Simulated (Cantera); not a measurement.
A closed system holds: 1 mol Si3N4, 1.7 mol F2, 85 mol H2, at 950 K and 0.000330 bar.

Equilibrium computed with Cantera from the NASA thermochemical tables; the gas is ideal and each condensed phase is pure. Candidate condensed phases: Si, Si3N4; 37 gas species. Rates play no part.

Base state: H2 0.983, SiF4 0.00975, N2 0.00653, HF 0.000230, SiHF3 3.80e-5 (mole fractions); condensed: Si3N4(s).

Task: What changes in the equilibrium state with this change: F2 from 1.7 to 3.8 mol?

Result: 
```
species          before     after
-------------  --------  --------
H2                0.983     0.964
SiF4            0.00975    0.0214
N2              0.00653    0.0143
SiHF3           3.80e-5   5.95e-5
HF             0.000230  0.000316
Si3N4(s), mol     0.718     0.368
```
